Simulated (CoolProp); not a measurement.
The numbers come from the reference Helmholtz-energy equation of state, Younglove 1994 in CoolProp. It is a modified Benedict-Webb-Rubin equation, recast in Helmholtz form.

Question: For R123, give the phase and the Joule-Thomson coefficient (K/MPa), isothermal compressibility (1/MPa), expansivity (1/kK) at 378.1 K and 44.7 bar.

Answer: 
- 378.1 K and 44.7 bar: liquid; Joule-Thomson coefficient -0.0343, isothermal compressibility 0.00555, expansivity 2.52
